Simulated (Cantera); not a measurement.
**Thermodynamics of abatement and gas-phase synthesis, feed SO2 + H2**

A closed system holds: 1 mol SO2, a varied amount of H2, held at 975 K and 1 atm.

Cantera equilibrium calculation (NASA polynomials, part measured and part estimated; ideal gas, pure solids and liquids). Candidate condensed phases: H2O, H2SO4, S; 19 gas species. Gases not in the tables: S3 to S7. Equilibrium is a limit: real reactors are often held back by kinetics, nucleation or transport.

```csv
n(H2) (mol),log p SO2,log p H2O,log p S2,log p H2S
0.16,-0.08,-0.85,-1.53,-2.32
0.29,-0.14,-0.64,-1.32,-1.92
0.42,-0.21,-0.52,-1.21,-1.68
0.56,-0.27,-0.43,-1.14,-1.51
0.69,-0.34,-0.37,-1.09,-1.38
0.82,-0.40,-0.33,-1.06,-1.28
0.96,-0.47,-0.29,-1.04,-1.20
```
log p: log10 of the partial pressure in bar; nothing condenses.

From 0.16 mol H2 to 0.96 mol H2 nothing is condensed.
